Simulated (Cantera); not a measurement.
Gas-phase reforming

A perfectly stirred reactor is fed with 62.5 % CH4, 37.5 % H2O, at 143 Torr; it is held at 1600 K, and followed from long to short residence time.

Model: GRI-Mech 3.0 (53 species, 325 reactions), integrated in Cantera. GRI-Mech 3.0 stops at C3 and has no aromatics, soot or wall deposition, so with more carbon than oxygen in the feed, carbon stays in small species such as C2H2 where larger ones or solid carbon would form.

| τ (s) | x CH4 | x H2O | x H | x C2H4 | x H2 | x O2 | x C2H |
|---|---|---|---|---|---|---|---|
| 0.62 | 0.167 | 0.245 | 5.82e-5 | 0.00227 | 0.441 | 9.93e-12 | 5.58e-8 |
| 0.19 | 0.277 | 0.288 | 4.16e-5 | 0.00359 | 0.324 | 1.75e-11 | 4.27e-8 |
| 0.060 | 0.404 | 0.324 | 2.66e-5 | 0.00640 | 0.202 | 3.05e-11 | 2.65e-8 |
| 0.019 | 0.514 | 0.352 | 1.41e-5 | 0.00912 | 0.0971 | 3.86e-11 | 1.15e-8 |
| 0.0059 | 0.587 | 0.368 | 5.30e-6 | 0.00671 | 0.0304 | 2.15e-11 | 2.13e-9 |
| 0.0019 | 0.616 | 0.374 | 1.49e-6 | 0.00176 | 0.00583 | 3.66e-12 | 1.04e-10 |
| 0.00058 | 0.623 | 0.375 | 5.12e-7 | 0.000172 | 0.000854 | <1e-12 | 1.23e-12 |
| 0.00018 | 0.625 | 0.375 | 3.13e-7 | 9.76e-6 | 0.000174 | <1e-12 | <1e-12 |
x: mole fraction; the columns are a selection and need not sum to one.
